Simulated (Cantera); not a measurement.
A perfectly stirred reactor is fed with H2 : O2 : N2 = 1 : 0.357 : 1.34 (molar parts), equivalence ratio 1.4, at 35000 Pa; it is adiabatic with a 325 K inlet, and is followed from long to short residence time, starting on the burning branch (τ in s: 0.41, 0.11, 0.027, 0.0071, 0.0018, 0.00048, 0.00012, 3.2e-05, 8.3e-06).

Detailed kinetics in Cantera: GRI-Mech 3.0 (53 species, 325 reactions).

What does this change do: inlet temperature 325 to 750 K?


```tsv
quantity	before	after
blow-out, bracketed by the residence times tried	burning at 0.120 ms, out at 32.0 µs	burning at 32.0 µs, out at 8.30 µs
x(H2) at τ = 0.410 s	0.120	0.120
x(O2) at τ = 0.410 s	0.000117	0.000723
x(NO) at τ = 0.410 s	0.000229	0.00113
x(OH) at τ = 0.410 s	0.00265	0.00819
x(H2O2) at τ = 0.410 s	9.26e-9	3.34e-8
x(H2) at τ = 1.80 ms	0.110	0.114
x(O2) at τ = 1.80 ms	0.00405	0.00519
x(NO) at τ = 1.80 ms	4.23e-5	0.000111
x(OH) at τ = 1.80 ms	0.00980	0.0154
x(H2O2) at τ = 1.80 ms	1.84e-7	1.01e-7
```

What does this change do: pressure from 35000 Pa to 100000 Pa?


| quantity | before | after |
|---|---|---|
| blow-out, bracketed by the residence times tried | burning at 0.120 ms, out at 32.0 µs | burning at 32.0 µs, out at 8.30 µs |
| x(H2) at τ = 0.410 s | 0.120 | 0.121 |
| x(O2) at τ = 0.410 s | 0.000117 | 3.96e-5 |
| x(NO) at τ = 0.410 s | 0.000229 | 0.000153 |
| x(OH) at τ = 0.410 s | 0.00265 | 0.00153 |
| x(H2O2) at τ = 0.410 s | 9.26e-9 | 8.72e-9 |
| x(H2) at τ = 1.80 ms | 0.110 | 0.116 |
| x(O2) at τ = 1.80 ms | 0.00405 | 0.00118 |
| x(NO) at τ = 1.80 ms | 4.23e-5 | 6.48e-5 |
| x(OH) at τ = 1.80 ms | 0.00980 | 0.00677 |
| x(H2O2) at τ = 1.80 ms | 1.84e-7 | 1.18e-7 |

What does this change do: N2 1.34 to 1.7 parts?


```
quantity                                                                       before                                after
------------------------------------------------  -----------------------------------  -----------------------------------
blow-out, bracketed by the residence times tried  burning at 0.120 ms, out at 32.0 µs  burning at 0.120 ms, out at 32.0 µs
x(H2) at τ = 0.410 s                                                            0.120                                0.104
x(O2) at τ = 0.410 s                                                         0.000117                              5.70e-5
x(NO) at τ = 0.410 s                                                         0.000229                              5.50e-5
x(OH) at τ = 0.410 s                                                          0.00265                              0.00129
x(H2O2) at τ = 0.410 s                                                        9.26e-9                              5.62e-9
x(H2) at τ = 1.80 ms                                                            0.110                               0.0930
x(O2) at τ = 1.80 ms                                                          0.00405                              0.00341
x(NO) at τ = 1.80 ms                                                          4.23e-5                              2.85e-5
x(OH) at τ = 1.80 ms                                                          0.00980                              0.00643
x(H2O2) at τ = 1.80 ms                                                        1.84e-7                              2.51e-7
```
